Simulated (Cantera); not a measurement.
A closed system holds: 1 mol borazine, 1 mol O2, 0.81 mol N2, equilibrated at 650 Pa.

These are equilibrium values from Cantera (NASA tables, ideal gas, pure condensed phases), not measurements of a reactor. Candidate condensed phases: B, BN, B2O3, B3O3H3, H2O; 39 gas species. The feed counts by its element totals alone. Mutual solubility and eutectic melting of coexisting phases are not modelled. Equilibrium is a limit: real reactors are often held back by kinetics, nucleation or transport. All values below are at 1373 K.

Base state: H2 0.667, N2 0.329, HBO2 0.00232, H2O 0.000708, HBO 0.000505, B2O3 0.000193, H 3.37e-5 (mole fractions); condensed: BN(s) + B2O3(l).

What changes in the equilibrium state with this change: pressure from 650 Pa to 28000 Pa?


| species | before | after |
|---|---|---|
| H2 | 0.667 | 0.668 |
| N2 | 0.329 | 0.329 |
| H2O | 0.000708 | 0.00248 |
| HBO2 | 0.00232 | 0.000663 |
| HBO | 0.000505 | 4.11e-5 |
| B2O3 | 0.000193 | 4.47e-6 |
| H | 3.37e-5 | 5.14e-6 |
| BN(s), mol | 1.67 | 1.68 |
| B2O3(l), mol | 0.657 | 0.661 |
Gases not in the tables: H3BO3.
